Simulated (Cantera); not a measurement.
Input (Python, Cantera) and output of one run.

```python
import numpy as np
import cantera as ct

gas_names = """
    AL ALH ALO ALOH ALO2 ALO2H AL2 AL2O AL2O2 H HALO HO2 H2 H2O H2O2 O OH O2 O3
""".split()
cond_names = """
    AL(cr) AL(L) AL2O3(a) AL2O3(L) H2O(s) H2O(L)
""".split()


def load(file, names, dense=False):
    # The tables refer to 1 bar. Condensed volumes are neglected.
    table = {s.name: s for s in ct.Species.list_from_file(file)}
    out = []
    for n in names:
        d = dict(table[n].input_data)
        d["thermo"] = dict(d["thermo"], **{"reference-pressure": 1e5})
        if dense:
            d["equation-of-state"] = {"model": "constant-volume", "density": "1e6 g/cm^3"}
        out.append(ct.Species.from_dict(d))
    return out


gas = ct.Solution(thermo="ideal-gas", species=load("nasa_gas.yaml", gas_names))
cond = {s.name: ct.Solution(thermo="fixed-stoichiometry", species=[s], name=s.name)
        for s in load("nasa_condensed.yaml", cond_names, dense=True)}
atoms = {
    'Al': {'AL': 1},
    'O2': {'O': 2},
    'H2': {'H': 2},
}
top_T = {}  # K; cautious upper limits of use, not melting points


def equilibrate(T, P, feed):
    n = {}
    for name, mol in feed.items():
        for a, k in atoms[name].items():
            n[a] = n.get(a, 0.0) + k * mol
    gas.TPX = T, P, n
    mass = sum(n.values()) * gas.mean_molecular_weight
    gas.equilibrate("TP")
    valid = [c for c in cond.values() if c.min_temp <= T <= top_T.get(c.name, c.max_temp)]
    mix = ct.Mixture([(gas, mass / gas.mean_molecular_weight)] + [(c, 0.0) for c in valid])
    mix.T, mix.P = T, P
    mix.equilibrate("TP", solver="vcs", rtol=1e-11, max_steps=5000)
    return mix


results = []
feed = {'Al': 1, 'O2': 0.43, 'H2': 140}  # mol
T = 2025  # K
P = 100000  # Pa
mix = equilibrate(T, P, feed)
results.append((T, P, feed, dict(zip(mix.species_names, mix.species_moles))))
x = sorted(zip(gas.X, gas.species_names), reverse=True)
print(f"T = {T:g} K  P = {P:g} Pa  gas = {mix.phase_moles(0):.4g} mol")
print("   x: " + "  ".join(f"{s} {v:.3e}" for v, s in x if v > 0.0001))
print("   condensed (mol): " + ("  ".join(f"{mix.phase(i).name} {mix.phase_moles(i):.4g}"
      for i in range(1, mix.n_phases) if mix.phase_moles(i) > 1e-12) or "none"))
```

Output:

```
T = 2025 K  P = 100000 Pa  gas = 140.5 mol
   x: H2 9.954e-01  H 1.920e-03  AL2O 1.337e-03  AL 9.955e-04  ALH 2.631e-04
   condensed (mol): AL2O3(a) 0.2223
```

Method: chemical equilibrium by Gibbs-energy minimisation in Cantera with the NASA 1993 tables (ideal gas, pure condensed phases). The tables' values for AlOH are old estimates; treat these amounts as uncertain.
